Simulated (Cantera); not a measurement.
Input: 1 mol Si, 0.65 mol F2, 12 mol N2, 1.7 mol Cl2, at 0.100 bar.

Cantera equilibrium calculation (NASA polynomials, part measured and part estimated; ideal gas, pure solids and liquids). Candidate condensed phases: Si, Si3N4; 24 gas species. The tables' values for SiCl3, SiF3 are old estimates; treat these amounts as uncertain. Rates play no part.

x: gas mole fraction; nothing condenses.

```
T (K)   x N2  x SiCl4      x Cl    x Cl2  x SiF4   x SiCl3
-----  -----  -------  --------  -------  ------  --------
548    0.899   0.0506  9.72e-10   0.0262  0.0243    <1e-12
648    0.899   0.0506   6.20e-8   0.0262  0.0243    <1e-12
748    0.899   0.0506   1.32e-6   0.0262  0.0243    <1e-12
848    0.899   0.0506   1.37e-5   0.0262  0.0243  1.97e-12
948    0.899   0.0506   8.76e-5   0.0262  0.0243  1.12e-10
1048   0.899   0.0506  0.000393   0.0260  0.0243   2.91e-9
1148   0.898   0.0505   0.00135   0.0255  0.0243   4.30e-8
1248   0.897   0.0505         ?   0.0243  0.0243   4.17e-7
1348   0.895   0.0503   0.00874   0.0217  0.0242   2.98e-6
1448   0.891   0.0501    0.0170   0.0175  0.0241   1.71e-5
1548   0.886   0.0498         ?        ?  0.0240   8.53e-5
1648   0.882   0.0492    0.0381  0.00691  0.0238  0.000389
1748   0.877   0.0476    0.0462  0.00353  0.0235   0.00159
```

**Question.** Some entries are withheld; supply them.

**Answer.** 
- 1548, x Cl: 0.0277
- 1548, x Cl2: 0.0120
- 1248, x Cl: 0.00377
